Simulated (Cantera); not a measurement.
Cantera run, input and output.

```python
import numpy as np
import cantera as ct

gas = ct.Solution("gri30.yaml")


def delay(T, t_max=10):
    gas.TPX = T, 110000, {'C3H8': 1, 'O2': 4.17, 'N2': 17.9, 'H2O': 4.3}
    reactor = ct.IdealGasReactor(gas, clone=False)
    net = ct.ReactorNet([reactor])
    net.rtol, net.atol = 1e-8, 1e-16
    while net.time < t_max:
        t_old, T_old = net.time, reactor.T
        net.step()
        if reactor.T > T + 400:  # ignition: a rise of 400 K
            return t_old + (T + 400 - T_old) / (reactor.T - T_old) * (net.time - t_old)
    return np.nan


taus = []
for T in [1125, 1175, 1225, 1275, 1325, 1375, 1425]:
    taus.append(delay(T))
    print(f"T0 = {T:6g} K   tau = {taus[-1]:.4e} s")
```

Output:

```
T0 =   1125 K   tau = 3.6963e-02 s
T0 =   1175 K   tau = 1.2510e-02 s
T0 =   1225 K   tau = 4.5859e-03 s
T0 =   1275 K   tau = 1.8386e-03 s
T0 =   1325 K   tau = 8.0741e-04 s
T0 =   1375 K   tau = 3.8738e-04 s
T0 =   1425 K   tau = 2.0217e-04 s
```

Model: GRI-Mech 3.0 (53 species, 325 reactions), integrated in Cantera. GRI-Mech 3.0 was tuned for natural gas; its chemistry of propane as a main component is partial and can be far from experiment.
